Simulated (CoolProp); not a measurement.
Vapour-liquid equilibrium of R1234ze(E) (1) + n-pentane (2) at 0.00939 MPa; x and y are mole fractions of (1).

Values from CoolProp's multi-fluid Helmholtz-energy mixture model, Thol 2016 and Thol 2019; pair parameters Bell 2016.

### Question
Give the bubble temperature and the first vapour's composition at x = 0.275, 0.425, 0.5. Is there an azeotrope?

### Answer
x = 0.275: -58.8 °C, y = 0.941; x = 0.425: -60.7 °C, y = 0.952; x = 0.5: -61.0 °C, y = 0.954. No azeotrope shows between x = 0.05 and 0.95.

The pair parameters rest on a limited set of measurements; away from them the model extrapolates. With so large a gap from Raoult's law the liquid may split in two, which this calculation doesn't test in full.
